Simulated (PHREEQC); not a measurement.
Make-up at 20 °C: 0.0014 mol HF, 0.023 mol NaF and 3.4e-05 mol H2SiF6 per kg of water. Closed to the air; pH follows from the charge balance.

Equilibrium calculation in PHREEQC: ion-association model, wateq4f.dat.

Each row changes one thing in this solution. No solid was allowed to form.

```
case                                       pH  HF (mol/kgw)  HF2- (mol/kgw)  H2F2 (mol/kgw)
---------------------------------------  ----  ------------  --------------  --------------
as made                                  4.31       0.00129        0.000108         5.24e-6
H2SiF6 left out                          4.33       0.00123        0.000104         4.77e-6
temperature from 20 to 25 °C             4.35       0.00130        0.000113         4.40e-6
temperature from 20 to 60 °C             4.62       0.00134        0.000134         1.23e-6
HF left out                              5.24      0.000155         1.31e-5         7.52e-8
HF replaced by LiF at the same molality  5.27      0.000153         1.37e-5         7.34e-8
```

Species that the database lacks are ignored. Away from 25 °C the constants follow the database's enthalpies or fits; those with neither stay at their 25 °C values. SiF6-2 is the database's only silicon fluoride.
